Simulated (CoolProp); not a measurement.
Tetrahydrofuran at several states: Z from the reference equation and from simpler models built on Tc = 267.0 °C, pc = 5.304 MPa, ω = 0.234; each cubic takes its own stable root.

Values from CoolProp's reference Helmholtz-energy equation of state, Fiedler 2023.

```tsv
T (°C)	p (MPa)	phase	reference
83.15	0.0188	gas	0.9956
267.05	0.0711	gas	0.9955
243.35	0.0229	gas	0.9983
-17.35	0.0196	liquid	0.0007163
220.65	0.651	gas	0.9416
5.95	0.155	liquid	0.005335
```

**Question.** How far does each simpler model (Redlich-Kwong, Peng-Robinson) lie from the reference over these 6 states: mean and median of the absolute difference, and the worst?

**Answer.** 
- Redlich-Kwong: mean 3.4 %, median 0.1 %, worst +10.1 % at -17.35 °C and 0.0196 MPa
- Peng-Robinson: mean 1.4 %, median 0.3 %, worst -4.1 % at 5.95 °C and 0.155 MPa
